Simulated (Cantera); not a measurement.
Gas mixture: 100 % NO, at 0.0263 atm, frozen composition.

Cantera's kinetic-theory transport with the Lennard-Jones parameters of GRI-Mech 3.0, ideal gas; thermal conductivity in the multicomponent form. The composition is frozen, though it would react at the higher temperatures.

One state of this run: ρ (kg/m³) = 0.00875; cp (J/kg/K) = 1147; μ (µPa s) = 45.7; λ (mW/m/K) = 74.1; Pr = 0.707; D (cm²/s) CO2 = 56.9; D (cm²/s) NO = 14500; D (cm²/s) H = 432. D: mixture-averaged diffusion coefficient of that species in the mixture.

Task: Which value of T (K) does it belong to?
(A) 900
(B) 600
(C) 500
(D) 1100

Result: D, 1100
